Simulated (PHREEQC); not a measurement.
Make-up at 25 °C: 0.003 mol HF and 0.098 mol (CH3)4NF per kg of water. Closed to the air; pH follows from the charge balance.

All values are PHREEQC results (ion-association model, phreeqc.dat), not measurements.

No solid was allowed to form.

### Question
Predict the pH.

### Answer
pH 4.70.

### Question
In which forms is F present?

### Answer
F- 96 %, HF 2.1 %, HF2- 1.6 % of the F.

Complexes and solids missing from the database can't appear. (CH3)4N+ isn't in the database: it is added as a free cation with an ion size of 4 Å.
